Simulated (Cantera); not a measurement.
A perfectly stirred reactor is fed with 0.138 % CO, 0.403 % O2, 1.08 % H2O, 98.4 % N2, equivalence ratio 0.17, at 3.30 bar; it is held at 1448 K, and followed from long to short residence time.

Computed with Cantera and GRI-Mech 3.0 (53 species, 325 reactions).

Predict: x(CO) at τ = 0.620 s; x(O2) at τ = 0.620 s; x(H2O) at τ = 0.620 s; x(O) at τ = 0.620 s; x(NO) at τ = 0.620 s; x(CO) at τ = 42.0 ms; x(O2) at τ = 42.0 ms; x(H2O) at τ = 42.0 ms; x(O) at τ = 42.0 ms; x(NO) at τ = 42.0 ms.


```
Item                    Result
---------------------  -------
x(CO) at τ = 0.620 s   1.31e-5
x(O2) at τ = 0.620 s   0.00335
x(H2O) at τ = 0.620 s   0.0108
x(O) at τ = 0.620 s    1.19e-6
x(NO) at τ = 0.620 s   1.72e-7
x(CO) at τ = 42.0 ms   8.31e-5
x(O2) at τ = 42.0 ms   0.00338
x(H2O) at τ = 42.0 ms   0.0108
x(O) at τ = 42.0 ms    6.04e-6
x(NO) at τ = 42.0 ms   1.89e-7
```
